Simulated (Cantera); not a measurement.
A Cantera script and what it prints.

```python
import numpy as np
import cantera as ct

gas_names = """
    N2O NbO2 NO
""".split()
cond_names = """
    Nb2O5(s) Nb2O5(L)
""".split()


def load(file, names, dense=False):
    # The tables refer to 1 bar. Condensed volumes are neglected.
    table = {s.name: s for s in ct.Species.list_from_file(file)}
    out = []
    for n in names:
        d = dict(table[n].input_data)
        d["thermo"] = dict(d["thermo"], **{"reference-pressure": 1e5})
        if dense:
            d["equation-of-state"] = {"model": "constant-volume", "density": "1e6 g/cm^3"}
        out.append(ct.Species.from_dict(d))
    return out


species = {s.name: s for s in load("nasa_gas.yaml", gas_names) + load("nasa_condensed.yaml", cond_names)}
# Each term lists the table entries of one substance; the one whose range holds T is used.
reactions = {
    'N2O(g) + Nb2O5 = 2 NbO2(g) + 2 NO(g)':
        [(-1, ['N2O']), (-1, ['Nb2O5(s)', 'Nb2O5(L)']), (2, ['NbO2']), (2, ['NO'])],
}


def pick(names, T):
    return next(species[n] for n in names if species[n].thermo.min_temp <= T <= species[n].thermo.max_temp)


results = []
for label, terms in reactions.items():
    print(label)
    print("     T/K   dH/kJ  dS/(J/K)   dG/kJ   log10 K")
    for T in [300, 925, 1075, 1225, 1375, 1525, 1675, 1825, 1975]:
        used = [(nu, pick(names, T)) for nu, names in terms]
        dH = sum(nu * s.thermo.h(T) for nu, s in used) / 1e6
        dS = sum(nu * s.thermo.s(T) for nu, s in used) / 1e3
        dG = dH - T * dS / 1e3
        logK = -dG * 1e6 / (ct.gas_constant * T * np.log(10))
        results.append((label, T, dH, dS, dG, logK, [s.name for _, s in used]))
        print(f"{T:8g} {dH:8.1f} {dS:8.1f} {dG:8.1f} {logK:8.2f}")
```

Output:

```
N2O(g) + Nb2O5 = 2 NbO2(g) + 2 NO(g)
     T/K   dH/kJ  dS/(J/K)   dG/kJ   log10 K
     300   1600.4    609.8   1417.5  -246.80
     925   1574.8    566.3   1051.0   -59.35
    1075   1567.1    558.6    966.6   -46.97
    1225   1559.1    551.7    883.4   -37.67
    1375   1551.0    545.4    801.1   -30.43
    1525   1542.7    539.7    719.7   -24.65
    1675   1534.4    534.5    639.2   -19.93
    1825   1419.4    469.9    561.7   -16.08
    1975   1402.1    460.9    491.9   -13.01
```

Cantera with NASA thermochemical tables; ideal gases at 1 bar, condensed phases pure. Condensed species are held in their standard states even where they would react or evaporate.
